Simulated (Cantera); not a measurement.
# Premixed flame

A freely propagating, adiabatic, planar premixed flame of 55.7 % H2, 9.31 % O2, 34.9 % N2, equivalence ratio 3.0, unburnt at 600 K and 6150 Torr; mixture-averaged transport, grid criteria slope 0.08 and curve 0.16, no radiation.

Model: the H2/O2 subset of GRI-Mech 3.0, which has no nitrogen chemistry, integrated in Cantera. The hydrogen kinetics of GRI-Mech 3.0 are dated; newer H2 mechanisms differ, most at raised pressure. Burning velocities carry a grid error of a few per cent, more on coarse grids.

```
z (mm)    T (K)  u (m/s)   x H2      x O2      x OH       x H   x H2O2       x O
--------  -----  -------  -----  --------  --------  --------  -------  --------
-0.107      600     6.71  0.557    0.0931     <1e-8     <1e-8    <1e-8     <1e-8
-0.0712     600     6.71  0.557    0.0931     <1e-8     <1e-8    <1e-8     <1e-8
-0.0534     600     6.71  0.557    0.0931     <1e-8     <1e-8    <1e-8     <1e-8
-0.0356     605     6.74  0.556    0.0934     <1e-8   1.17e-8  2.62e-7   4.29e-8
-0.0178     710     7.73  0.541    0.0934   6.24e-5  0.000161  3.24e-5   1.41e-5
-0.00890    995     10.5  0.509    0.0832  0.000458   0.00321  6.27e-5  0.000157
0          1338     13.9  0.461    0.0575  0.000841    0.0136  2.28e-5  0.000586
0.00890    1575     16.3  0.420    0.0289   0.00117    0.0253  4.29e-6  0.000680
0.0178     1702     17.6  0.399    0.0118   0.00119    0.0308  1.76e-6  0.000405
0.0356     1807     18.6  0.389   0.00191   0.00108    0.0296  5.26e-7  0.000116
0.0712     1883     19.3  0.393  0.000114  0.000900    0.0220  1.42e-7   4.03e-5
0.142      1941     19.8  0.398   6.25e-6  0.000642    0.0141  5.54e-8   1.70e-5
0.285      1982     20.1  0.402   1.55e-6  0.000403   0.00822  2.13e-8   6.07e-6
```
x: mole fraction of selected species; z is measured from the peak of heat release.

```json
{
  "laminar_burning_velocity": "671 cm/s",
  "thermal_thickness": "0.0356 mm",
  "peak x(OH)": "0.00120",
  "peak x(H)": "0.0314",
  "peak x(H2O2)": "6.39e-5",
  "peak x(O)": "0.000720"
}
```
